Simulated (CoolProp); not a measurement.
Model: reference Helmholtz-energy equation of state, Platzer 1990, in CoolProp. This equation is an older, rougher fit.

Question: For CF4 (R14), give the phase and the cv (kJ/(kg K)), speed of sound (m/s), Joule-Thomson coefficient (K/MPa), viscosity (µPa s) at 409.5 K and 0.105 MPa; 409.5 K and 0.254 MPa; 409.5 K and 1.49 MPa.

Answer: 
- 409.5 K and 0.105 MPa: gas; cv 0.739, speed of sound 209, Joule-Thomson coefficient 2.66, viscosity 22.4
- 409.5 K and 0.254 MPa: gas; cv 0.739, speed of sound 209, Joule-Thomson coefficient 2.65, viscosity 22.5
- 409.5 K and 1.49 MPa: gas; cv 0.739, speed of sound 208, Joule-Thomson coefficient 2.56, viscosity 22.9

Viscosity comes from a separate model (Huber 2003), an estimate that may be off by 10 % or more.
